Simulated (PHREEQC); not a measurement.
Brine

Dissolve 0.69 mol/kgw NaCl, 0.025 mol/kgw Na2B4O7 and 0.14 mol/kgw KBr at 25 °C. Closed to the air; pH follows from the charge balance.

Model: Pitzer model, pitzer.dat, run in PHREEQC.

Each row changes one thing in this solution. Precipitation was switched off in this run.

| case | pH | ionic strength (mol/kgw) | SI of Halite (NaCl) |
|---|---|---|---|
| as made | 8.95 | 0.883 | -2.25 |
| NaCl from 0.69 to 0.069 mol/kgw | 9.11 | 0.261 | -3.97 |
| diluted 100-fold with water | 9.17 | 0.00880 | -5.96 |
| KBr left out | 8.94 | 0.743 | -2.24 |
| Na2B4O7 left out | 6.91 | 0.830 | -2.27 |
| KBr from 0.14 to 0.126 mol/kgw | 8.95 | 0.869 | -2.25 |
| NaCl from 0.69 to 0.138 mol/kgw | 9.09 | 0.330 | -3.49 |
